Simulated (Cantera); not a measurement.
Thermodynamics of metals in furnace atmospheres, feed Cu + H2O + CO

A closed system holds: 1 mol Cu, 6.8 mol H2O, 2.4 mol CO, at 16000 Pa.

These are equilibrium values from Cantera (NASA tables, ideal gas, pure condensed phases), not measurements of a reactor. Candidate condensed phases: C, C6H6, C7H8, C8H18, Cu, CuO, Cu(OH)2, Cu2O, H2O; 113 gas species. Rates play no part.

| T (K) | log p H2O | log p CO2 | log p H2 | log p CO | log p Cu | n Cu(s) | n Cu(l) |
|---|---|---|---|---|---|---|---|
| 1075 | -1.06 | -1.50 | -1.50 | -1.98 | -9.59 | 1.00 | 0 |
| 1150 | -1.05 | -1.53 | -1.53 | -1.92 | -8.54 | 1.00 | 0 |
| 1225 | -1.05 | -1.55 | -1.55 | -1.88 | -7.62 | 1.000 | 0 |
| 1300 | -1.04 | -1.56 | -1.56 | -1.84 | -6.80 | 1.000 | 0 |
| 1375 | -1.04 | -1.58 | -1.58 | -1.81 | -6.08 | 0 | 1.000 |
| 1450 | -1.03 | -1.60 | -1.60 | -1.78 | -5.46 | 0 | 1.000 |
| 1525 | -1.03 | -1.61 | -1.61 | -1.76 | -4.91 | 0 | 0.999 |
| 1600 | -1.02 | -1.62 | -1.62 | -1.75 | -4.40 | 0 | 0.998 |
| 1675 | -1.02 | -1.64 | -1.64 | -1.73 | -3.94 | 0 | 0.993 |
| 1750 | -1.02 | -1.65 | -1.65 | -1.72 | -3.52 | 0 | 0.983 |
| 1825 | -1.02 | -1.66 | -1.66 | -1.71 | -3.14 | 0 | 0.958 |
log p: log10 of the partial pressure in bar; n: condensed amount in mol.

From 1075 K to 1300 K the condensed part is Cu(s). From 1375 K to 1825 K the condensed part is Cu(l).
